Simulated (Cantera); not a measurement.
# Thermodynamics of carbothermic reduction, feed MgO + CH4 + CO

Charge: 1 mol MgO, 1.5 mol CH4, 0.016 mol CO, held at 3.70 mbar.

These are equilibrium values from Cantera (NASA tables, ideal gas, pure condensed phases), not measurements of a reactor. Candidate condensed phases: C, C6H6, C7H8, C8H18, H2O, Mg, MgCO3, MgO, Mg(OH)2; 116 gas species. The tables' values for MgH are old estimates; treat these amounts as uncertain. Rates play no part.

| T (K) | x H2 | x CO | x Mg | x H | n C(graphite) |
|---|---|---|---|---|---|
| 1750 | 0.596 | 0.202 | 0.199 | 0.00295 | 0.499 |
| 1800 | 0.594 | 0.202 | 0.199 | 0.00454 | 0.499 |
| 1850 | 0.592 | 0.202 | 0.199 | 0.00682 | 0.498 |
| 1900 | 0.590 | 0.202 | 0.198 | 0.0100 | 0.498 |
| 1950 | 0.586 | 0.201 | 0.198 | 0.0144 | 0.497 |
| 2000 | 0.581 | 0.201 | 0.197 | 0.0204 | 0.495 |
| 2050 | 0.575 | 0.200 | 0.196 | 0.0283 | 0.494 |
| 2100 | 0.566 | 0.199 | 0.195 | 0.0386 | 0.492 |
| 2150 | 0.556 | 0.197 | 0.194 | 0.0517 | 0.489 |
| 2200 | 0.542 | 0.196 | 0.192 | 0.0682 | 0.485 |
| 2250 | 0.526 | 0.194 | 0.190 | 0.0885 | 0.481 |
x: gas mole fraction; n: condensed amount in mol.

From 1750 K to 2250 K the condensed part is C(graphite). The main Mg-bearing gas is Mg throughout.
